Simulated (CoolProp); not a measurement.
Aqueous lithium chloride as a coolant, at 34 °C, 1 atm.

Values from CoolProp's Melinder's fits for secondary coolants.

| mass % | freezing point (°C) | viscosity (mPa s) | conductivity (W/(m K)) | cp (kJ/(kg K)) | density (kg/m³) |
|---|---|---|---|---|---|
| 1.1 | -0.8 | 0.765 | 0.618 | 4.120 | 1001 |
| 2.7 | -2.3 | 0.812 | 0.614 | 4.035 | 1010 |
| 4.2 | -4.1 | 0.855 | 0.610 | 3.960 | 1018 |
| 5.7 | -6.0 | 0.899 | 0.606 | 3.887 | 1027 |
| 7.3 | -8.1 | 0.950 | 0.601 | 3.814 | 1036 |
| 8.8 | -10.3 | 1.00 | 0.598 | 3.748 | 1045 |
| 10.3 | -12.7 | 1.06 | 0.594 | 3.685 | 1054 |
| 11.9 | -15.8 | 1.12 | 0.590 | 3.621 | 1063 |
| 13.4 | -19.4 | 1.19 | 0.586 | 3.563 | 1071 |
| 14.9 | -23.6 | 1.27 | 0.583 | 3.508 | 1080 |
| 16.5 | -29.0 | 1.36 | 0.579 | 3.451 | 1090 |
| 18 | -34.9 | 1.45 | 0.576 | 3.402 | 1099 |
